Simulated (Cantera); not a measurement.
## Gas-phase reforming

A perfectly stirred reactor is fed with 27.8 % CH₄, 72.2 % CO₂, at 5.33 atm; it is held at 1998 K, and followed from long to short residence time.

Detailed kinetics in Cantera: GRI-Mech 3.0 (53 species, 325 reactions).

```csv
τ (s),x CH₄,x CO₂,x H₂O₂,x OH,x H
0.70,0.000693,0.112,8.42e-11,2.76e-5,0.000288
0.25,0.00168,0.114,8.56e-11,2.78e-5,0.000286
0.088,0.00366,0.119,9.07e-11,2.86e-5,0.000281
0.031,0.00696,0.131,1.04e-10,3.07e-5,0.000271
0.011,0.0118,0.157,1.32e-10,3.46e-5,0.000253
0.0040,0.0186,0.202,1.73e-10,3.95e-5,0.000226
0.0014,0.0303,0.275,1.99e-10,4.23e-5,0.000196
```
x: mole fraction; the columns are a selection and need not sum to one.
